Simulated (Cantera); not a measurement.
Feed: 1 mol V2O5, 900 mol H2, at 1002 °C and 0.00170 bar.

These are equilibrium values from Cantera (NASA tables, ideal gas, pure condensed phases), not measurements of a reactor. Candidate condensed phases: H2O, V, VO, V2O3, V2O4, V2O5; 12 gas species. Condensed phases not in the tables: the oxides between V2O3 and V2O5 other than VO2. Rates play no part.

### Question
What is the equilibrium state?

### Answer
x(H2): 0.998
x(H2O): 0.00222
x(H): 1.79e-5
n(V2O3(s)): 1.00 mol
gas amount: 900.0 mol
log10 activity of V(s) (absent): -3.49
log10 activity of V2O5(l) (absent): -14.11
